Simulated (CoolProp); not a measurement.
Values from CoolProp's reference Helmholtz-energy equation of state, Lemmon 2006. It is a short technical equation, of lower accuracy than the large ones.

Question: For carbonyl sulfide, give the phase and the cp (kJ/(kg K)), Joule-Thomson coefficient (K/MPa) at 415.4 K and 4.15 MPa; 311.5 K and 0.0547 MPa; 367.7 K and 0.0389 MPa.

Answer: 
- 415.4 K and 4.15 MPa: gas; cp 1.00, Joule-Thomson coefficient 10.1
- 311.5 K and 0.0547 MPa: gas; cp 0.707, Joule-Thomson coefficient 18.0
- 367.7 K and 0.0389 MPa: gas; cp 0.745, Joule-Thomson coefficient 12.1
